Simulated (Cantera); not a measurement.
## Thermodynamics of carbothermic reduction, feed TiO₂ + CO + H₂

Input: 1 mol TiO₂, a varied amount of CO, 0.17 mol H₂, equilibrated at 1948 K and 5.00 bar.

Cantera equilibrium calculation (NASA polynomials, part measured and part estimated; ideal gas, pure solids and liquids). Candidate condensed phases: C, C₆H₆, C₇H₈, C₈H₁₈, H₂O, Ti, TiC, TiO, TiO₂, Ti₂O₃, Ti₃O₅, Ti₄O₇; 113 gas species. Mutual solubility and eutectic melting of coexisting phases are not modelled. Condensed phases not in the tables: Magnéli phases beyond Ti₄O₇. Gases not in the tables: TiO(OH)₂. Equilibrium is a limit: real reactors are often held back by kinetics, nucleation or transport.

```
n(CO) (mol)   x CO    x H₂   x CO₂    x H₂O  n TiO₂(rutile)  n Ti₄O₇(s)  n Ti₃O₅(s)
-----------  -----  ------  ------  -------  --------------  ----------  ----------
1.2          0.835   0.102  0.0407   0.0219           0.657      0.0858           0
2.2          0.885  0.0590  0.0432   0.0126           0.471       0.132           0
3.3          0.907  0.0403  0.0442  0.00863           0.266       0.183           0
4.3          0.917  0.0313  0.0447  0.00670          0.0800       0.230           0
5.3          0.928  0.0260  0.0407  0.00501               0       0.250           0
6.4          0.940  0.0223  0.0345  0.00358               0       0.250           0
7.4          0.947  0.0197  0.0303  0.00276               0       0.250           0
8.4          0.953  0.0176  0.0270  0.00219               0       0.250           0
9.5          0.958  0.0158  0.0241  0.00175               0       0.250           0
10           0.960  0.0151  0.0230  0.00159               0       0.250           0
12           0.964  0.0127  0.0222  0.00128               0       0.144       0.141
13           0.965  0.0117  0.0222  0.00118               0      0.0767       0.231
14           0.966  0.0109  0.0222  0.00110               0     0.00925       0.321
```
x: gas mole fraction; n: condensed amount in mol.

From 1.2 mol CO to 4.3 mol CO the condensed part is TiO₂(rutile) + Ti₄O₇(s). From 5.3 mol CO to 10 mol CO the condensed part is Ti₄O₇(s). From 12 mol CO to 14 mol CO the condensed part is Ti₃O₅(s) + Ti₄O₇(s).
